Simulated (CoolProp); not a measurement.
Carbon monoxide along the isotherm 139 K: fugacity coefficient from the reference equation and from simpler models built on Tc = 132.9 K, pc = 3.498 MPa, ω = 0.050; each cubic takes its own stable root.

Computed with CoolProp (reference Helmholtz-energy equation of state, Lemmon 2006). It is a short technical equation, of lower accuracy than the large ones.

```json
[
 {"p (MPa)": "0.437", "phase": "gas", "reference": "0.9638"},
 {"p (MPa)": "0.875", "phase": "gas", "reference": "0.9279"},
 {"p (MPa)": "1.31", "phase": "gas", "reference": "0.8927"},
 {"p (MPa)": "1.75", "phase": "gas", "reference": "0.8575"},
 {"p (MPa)": "2.19", "phase": "gas", "reference": "0.8225"},
 {"p (MPa)": "2.62", "phase": "gas", "reference": "0.7884"},
 {"p (MPa)": "3.06", "phase": "gas", "reference": "0.7534"},
 {"p (MPa)": "3.5", "phase": "supercritical", "reference": "0.7181"},
 {"p (MPa)": "3.94", "phase": "supercritical", "reference": "0.6820"},
 {"p (MPa)": "4.37", "phase": "supercritical", "reference": "0.6448"},
 {"p (MPa)": "4.81", "phase": "supercritical", "reference": "0.6057"},
 {"p (MPa)": "5.25", "phase": "supercritical", "reference": "0.5702"}
]
```

Problem. How far does each simpler model (van der Waals, Soave-Redlich-Kwong, Peng-Robinson) lie from the reference over these 12 states: mean and median of the absolute difference, and the worst?

Solution. 
- van der Waals: mean 1.6 %, median 1.8 %, worst +2.6 % at 139 K and 5.25 MPa
- Soave-Redlich-Kwong: mean 0.3 %, median 0.3 %, worst -0.4 % at 139 K and 3.5 MPa
- Peng-Robinson: mean 2.9 %, median 3.1 %, worst -4.2 % at 139 K and 4.37 MPa
